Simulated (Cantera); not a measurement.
Hydrocarbon pyrolysis for carbon deposition

A perfectly stirred reactor is fed with 21.3 % C2H6, 78.7 % H2, at 0.133 bar; it is held at 1673 K, and followed from long to short residence time.

Computed with Cantera and GRI-Mech 3.0 (53 species, 325 reactions). GRI-Mech 3.0 stops at C3 and has no aromatics, soot or wall deposition, so with more carbon than oxygen in the feed, carbon stays in small species such as C2H2 where larger ones or solid carbon would form.

| τ (s) | x C2H6 | x H2 | x CH4 | x C2H4 | x C2H2 | x CH2 | x C2H |
|---|---|---|---|---|---|---|---|
| 1.8 | 1.58e-5 | 0.831 | 0.0294 | 0.00104 | 0.138 | 8.79e-8 | 2.68e-7 |
| 0.59 | 4.33e-5 | 0.823 | 0.0421 | 0.00120 | 0.133 | 1.55e-7 | 2.95e-7 |
| 0.19 | 0.000116 | 0.813 | 0.0566 | 0.00166 | 0.128 | 2.85e-7 | 3.40e-7 |
| 0.063 | 0.000296 | 0.803 | 0.0719 | 0.00272 | 0.121 | 5.20e-7 | 4.01e-7 |
| 0.021 | 0.000737 | 0.791 | 0.0889 | 0.00507 | 0.113 | 9.32e-7 | 4.70e-7 |
| 0.0067 | 0.00190 | 0.776 | 0.108 | 0.0102 | 0.100 | 1.65e-6 | 5.33e-7 |
| 0.0022 | 0.00477 | 0.761 | 0.127 | 0.0198 | 0.0826 | 2.77e-6 | 5.52e-7 |
| 0.00072 | 0.0120 | 0.746 | 0.140 | 0.0347 | 0.0589 | 4.51e-6 | 4.82e-7 |
x: mole fraction; the columns are a selection and need not sum to one.
